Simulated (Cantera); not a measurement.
A Cantera script and its output.

```python
import numpy as np
import cantera as ct

gas = ct.Solution("gri30.yaml")
gas.TPX = 1098, 100000, {'N2O': 0.52}
reactor = ct.IdealGasConstPressureReactor(gas, energy="off", clone=False)
net = ct.ReactorNet([reactor])
net.rtol, net.atol = 1e-08, 1e-18
show = ['N2O', 'NO2', 'O', 'O2', 'NO', 'N2']
times = np.geomspace(1e-06, 50, 14)

steps = ct.SolutionArray(gas, extra=["t"])
rows = []
print(f"{'t/s':>10s}{'T/K':>9s}{'P/Pa':>11s}" + "".join(f"{s:>11s}" for s in show))
for t in times:
    while net.time < t:
        t_next = net.step()
        steps.append(gas.state, t=t_next)
    rows.append([np.interp(t, steps.t, y) for y in (steps.T, steps.P, *steps(*show).X.T)])
    print(f"{t:10.3e}{rows[-1][0]:9.1f}{rows[-1][1]:11.4g}" + "".join(f"{x:11.3e}" for x in rows[-1][2:]))
rate = np.gradient(steps.T, steps.t)
print("integrator steps:", len(steps.t))
if steps.T.max() > steps.T[0] + 200:
    print(f"time of steepest temperature rise: {steps.t[rate.argmax()]:.4e} s")
gas.TPX = 1098, 100000, {'N2O': 0.52}
gas.equilibrate("TP")
print(f"equilibrium (TP): T = {gas.T:.1f} K  " + "  ".join(f"{s} {gas[s].X[0]:.3e}" for s in show))
```

Output:

```
       t/s      T/K       P/Pa        N2O        NO2          O         O2         NO         N2
 1.000e-06   1098.0      1e+05  1.000e+00  1.460e-18  3.290e-08  1.816e-09  2.632e-10  3.666e-08
 3.910e-06   1098.0      1e+05  1.000e+00  2.758e-16  1.095e-07  2.495e-08  3.616e-09  1.612e-07
 1.529e-05   1098.0      1e+05  1.000e+00  3.074e-14  2.494e-07  2.643e-07  3.831e-08  7.972e-07
 5.980e-05   1098.0      1e+05  1.000e+00  1.216e-12  3.001e-07  1.663e-06  2.410e-07  3.747e-06
 2.338e-04   1098.0      1e+05  1.000e+00  2.353e-11  3.004e-07  7.318e-06  1.061e-06  1.547e-05
 9.144e-04   1098.0      1e+05  9.999e-01  3.799e-10  3.004e-07  2.943e-05  4.265e-06  6.129e-05
 3.576e-03   1098.0      1e+05  9.996e-01  5.818e-09  3.004e-07  1.159e-04  1.679e-05  2.405e-04
 1.398e-02   1098.0      1e+05  9.985e-01  8.476e-08  3.003e-07  4.536e-04  6.565e-05  9.404e-04
 5.468e-02   1098.0      1e+05  9.943e-01  1.078e-06  2.999e-07  1.768e-03  2.552e-04  3.666e-03
 2.138e-01   1098.0      1e+05  9.780e-01  9.277e-06  2.976e-07  6.827e-03  9.785e-04  1.416e-02
 8.362e-01   1098.0      1e+05  9.182e-01  4.544e-05  2.882e-07  2.542e-02  3.603e-03  5.271e-02
 3.270e+00   1098.0      1e+05  7.314e-01  1.550e-04  2.556e-07  8.368e-02  1.148e-02  1.733e-01
 1.279e+01   1098.0      1e+05  3.606e-01  3.445e-04  1.690e-07  2.004e-01  2.490e-02  4.138e-01
 5.000e+01   1098.0      1e+05  5.803e-02  4.486e-04  4.346e-08  2.983e-01  3.073e-02  6.125e-01
integrator steps: 911
equilibrium (TP): T = 1098.0 K  N2O 6.732e-09  NO2 3.531e-06  O 1.379e-09  O2 3.333e-01  NO 9.726e-05  N2 6.666e-01
```

Computed with Cantera and GRI-Mech 3.0 (53 species, 325 reactions). GRI-Mech 3.0 was tuned for natural gas; its chemistry of N2O as a main component is partial and can be far from experiment. The mechanism lacks the step 2 NO + O2 → 2 NO2, which can matter for NO2 below about 1400 K. The temperature is held fixed by assumption; the heat of reaction is taken as removed at once.
